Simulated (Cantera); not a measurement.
Charge: 1 mol BN, 57 mol HF, 0.42 mol N₂, at 1625 °C and 0.100 bar.

Method: chemical equilibrium by Gibbs-energy minimisation in Cantera with the NASA 1993 tables (ideal gas, pure condensed phases). Candidate condensed phases: B, BN; 31 gas species. The tables' values for BF₂ are old estimates; treat these amounts as uncertain. Rates play no part.

Base state: HF 0.940, H₂ 0.0259, BF₃ 0.0174, N₂ 0.0160, H 0.000398, BF₂ 4.41e-5 (mole fractions); condensed: gas only.

**Question.** What changes in the equilibrium state with this change: BN replaced by Si₃N₄?

**Answer.** 
| species | before | after |
|---|---|---|
| HF | 0.940 | 0.798 |
| H₂ | 0.0259 | 0.105 |
| SiF₄ | 0 | 0.0517 |
| BF₃ | 0.0174 | 0 |
| N₂ | 0.0160 | 0.0428 |
| SiF₃ | 0 | 0.00139 |
| BF₂ | 4.41e-5 | 0 |
The tables' values for SiF₃, SiF₂ are old estimates; treat these amounts as uncertain. Further candidate phases: Si, Si₃N₄.
